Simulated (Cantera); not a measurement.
Input (Python, Cantera) and output of one run.

```python
import numpy as np
import cantera as ct

gas_names = """
    B BN BO BO2 B2 B2O B2O2 B2O3 N NO NO2 NO3 N2 N2O O O2 O3
""".split()
cond_names = """
    B(b) B(L) BN(s) B2O3(L)
""".split()


# ... load() reads the species with a 1 bar reference pressure and builds the phases ...
atoms = {
    'BN': {'B': 1, 'N': 1},
    'O2': {'O': 2},
}
top_T = {'BN(s)': 3200}  # K; cautious upper limits of use, not melting points


# ... equilibrate(T, P, feed) seeds the gas with the atoms and calls Mixture.equilibrate('TP', solver="vcs", rtol=1e-11, max_steps=5000) ...
results = []
feed = {'BN': 1, 'O2': 2.2}  # mol
P = 100000  # Pa
for T in [1225, 1275, 1325, 1375, 1425, 1475, 1525, 1575, 1625, 1675, 1725]:
    mix = equilibrate(T, P, feed)
    results.append((T, P, feed, dict(zip(mix.species_names, mix.species_moles))))

top = {s: max(r[3][s] / sum(r[3][g] for g in gas_names) for r in results) for s in gas_names}
cols = sorted((s for s in top if top[s] > 0.0001), key=lambda s: -top[s])[:9]
seen = [c for c in cond_names if any(r[3].get(c, 0) > 1e-12 for r in results)]
print("log10 of partial pressures in bar; condensed amounts in mol")
print(f"{'T/K':>10s}" + "".join(f"{s[:9]:>10s}" for s in cols + seen))
for T, P, feed, n in results:
    ng = sum(n[g] for g in gas_names)
    print(f"{T:10.4g}" + "".join(f"{np.log10(max(n[s] / ng * P / 1e5, 1e-99)):10.3f}" for s in cols)
          + "".join(f"{n.get(c, 0):10.4g}" for c in seen))
```

It prints:

```
log10 of partial pressures in bar; condensed amounts in mol
       T/K        O2        N2        NO      B2O3       BO2   B2O3(L)
      1225    -0.129    -0.591    -3.597    -7.689    -7.566       0.5
      1275    -0.129    -0.591    -3.444    -7.036    -7.013       0.5
      1325    -0.129    -0.591    -3.303    -6.436    -6.503       0.5
      1375    -0.129    -0.592    -3.172    -5.881    -6.031       0.5
      1425    -0.129    -0.592    -3.050    -5.367    -5.594       0.5
      1475    -0.129    -0.592    -2.936    -4.890    -5.186       0.5
      1525    -0.129    -0.592    -2.830    -4.445    -4.807    0.4999
      1575    -0.129    -0.593    -2.731    -4.031    -4.452    0.4998
      1625    -0.129    -0.593    -2.638    -3.643    -4.119    0.4995
      1675    -0.130    -0.594    -2.551    -3.280    -3.807    0.4988
      1725    -0.130    -0.595    -2.469    -2.939    -3.514    0.4975
```

These are equilibrium values from Cantera (NASA tables, ideal gas, pure condensed phases), not measurements of a reactor.
